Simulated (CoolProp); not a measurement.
Vapour-liquid equilibrium of CHF3 (R23) (1) + R125 (2) at -20.25 °C; x and y are mole fractions of (1).

Computed with CoolProp (multi-fluid Helmholtz-energy mixture model, Penoncello 2003 and Lemmon 2005; pair parameters Bell 2016).

| x | bubble pressure, mixture model (MPa) | bubble pressure, Raoult's law (MPa) | y, mixture model | y, Raoult's law |
|---|---|---|---|---|
| 0.05 | 0.3787 | 0.3867 | 0.149 | 0.179 |
| 0.15 | 0.4720 | 0.4917 | 0.371 | 0.422 |
| 0.25 | 0.5695 | 0.5967 | 0.527 | 0.580 |
| 0.35 | 0.6703 | 0.7018 | 0.641 | 0.690 |
| 0.45 | 0.7734 | 0.8068 | 0.728 | 0.772 |
| 0.55 | 0.8785 | 0.9118 | 0.797 | 0.835 |
| 0.65 | 0.9855 | 1.017 | 0.854 | 0.885 |
| 0.75 | 1.095 | 1.122 | 0.902 | 0.926 |
| 0.85 | 1.207 | 1.227 | 0.944 | 0.959 |
| 0.95 | 1.324 | 1.332 | 0.982 | 0.987 |

The largest gap from Raoult's law is -4.6 % in bubble pressure, at x = 0.25. No azeotrope shows between x = 0.05 and 0.95.

The pair parameters rest on a limited set of measurements; away from them the model extrapolates.
